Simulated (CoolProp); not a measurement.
A Linde-Hampson liquefier for dry air: isothermal reversible compression at 230 K from 1 atm to 5 MPa, throttling to 1 atm, return gas leaving the recuperator 2 K below the feed. Each further row changes one setting.

Computed with CoolProp (reference Helmholtz-energy equation of state, Lemmon 2000). It is a pseudo-pure fit of the blend.

```tsv
case	liquid yield per pass	compression work (kJ/kg of gas)
as stated	…	253
high pressure 10 MPa	…	…
warm-end temperature 260 K	…	…
warm-end gap 7 K	…	253
```

Some entries are withheld; supply them.


- as stated, liquid yield per pass: 0.047
- high pressure 10 MPa, liquid yield per pass: 0.098
- high pressure 10 MPa, compression work (kJ/kg of gas): 295
- warm-end temperature 260 K, liquid yield per pass: 0.032
- warm-end temperature 260 K, compression work (kJ/kg of gas): 288
- warm-end gap 7 K, liquid yield per pass: 0.033
